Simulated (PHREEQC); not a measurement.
Dissolve 0.0043 mol MgSO4, 0.0001 mol HCl and 0.00047 mol NaCl per kg of water at 25 °C. Closed to the air; pH follows from the charge balance.

Computed with PHREEQC (ion-association model, phreeqc.dat).

Precipitation was switched off in this run.

Predict the pH.

pH 4.12.

In which forms is Na present?

Na+ 99 %, NaSO4- 1.0 % of the Na.

Species that the database lacks are ignored.
